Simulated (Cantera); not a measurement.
An isothermal, constant-pressure homogeneous reactor starts with NO : N2 = 1 : 0.11 (molar parts), at 1825 K and 10.5 Torr. Integrator tolerance rtol = 1e-08.

Detailed kinetics in Cantera: GRI-Mech 3.0 (53 species, 325 reactions). Radical loss at walls, strong at low pressure, is not modelled.

What does this change do: temperature 1825 to 2175 K?


| quantity | before | after |
|---|---|---|
| x(NO) at 20.0 s | 0.714 (gas-phase equilibrium 0.00551) | 0.0143 (gas-phase equilibrium 0.0142) |
| x(NO2) at 20.0 s | 0.000125 (gas-phase equilibrium 2.26e-6) | 3.20e-6 (gas-phase equilibrium 3.18e-6) |
| x(O2) at 20.0 s | 0.0930 (gas-phase equilibrium 0.447) | 0.434 (gas-phase equilibrium 0.434) |
| x(N2) at 20.0 s | 0.192 (gas-phase equilibrium 0.547) | 0.539 (gas-phase equilibrium 0.539) |
| x(N2O) at 20.0 s | 0.000140 (gas-phase equilibrium 3.11e-8) | 7.77e-8 (gas-phase equilibrium 7.75e-8) |

What does this change do: 0.034 parts H2O added?


| quantity | before | after |
|---|---|---|
| x(NO) at 20.0 s | 0.714 (gas-phase equilibrium 0.00551) | 0.684 (gas-phase equilibrium 0.00535) |
| x(NO2) at 20.0 s | 0.000125 (gas-phase equilibrium 2.26e-6) | 0.000122 (gas-phase equilibrium 2.16e-6) |
| x(O2) at 20.0 s | 0.0930 (gas-phase equilibrium 0.447) | 0.0942 (gas-phase equilibrium 0.433) |
| x(N2) at 20.0 s | 0.192 (gas-phase equilibrium 0.547) | 0.191 (gas-phase equilibrium 0.530) |
| x(N2O) at 20.0 s | 0.000140 (gas-phase equilibrium 3.11e-8) | 8.36e-5 (gas-phase equilibrium 2.97e-8) |
